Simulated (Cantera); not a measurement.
A perfectly stirred reactor is fed with 88.5 % NO, 11.5 % N₂, at 285 Torr; it is held at 1750 K, and followed from long to short residence time.

Model: GRI-Mech 3.0 (53 species, 325 reactions), integrated in Cantera.

Predict: x(NO) at τ = 29.0 s; x(N₂O) at τ = 29.0 s; x(O) at τ = 29.0 s; x(N₂) at τ = 29.0 s; x(O₂) at τ = 29.0 s; x(NO) at τ = 33.0 ms; x(N₂O) at τ = 33.0 ms; x(O) at τ = 33.0 ms; x(N₂) at τ = 33.0 ms; x(O₂) at τ = 33.0 ms.


```json
{
  "x(NO) at τ = 29.0 s": "0.345",
  "x(N₂O) at τ = 29.0 s": "4.27e-5",
  "x(O) at τ = 29.0 s": "6.42e-5",
  "x(N₂) at τ = 29.0 s": "0.385",
  "x(O₂) at τ = 29.0 s": "0.269",
  "x(NO) at τ = 33.0 ms": "0.882",
  "x(N₂O) at τ = 33.0 ms": "0.000251",
  "x(O) at τ = 33.0 ms": "1.28e-5",
  "x(N₂) at τ = 33.0 ms": "0.116",
  "x(O₂) at τ = 33.0 ms": "0.00120"
}
```
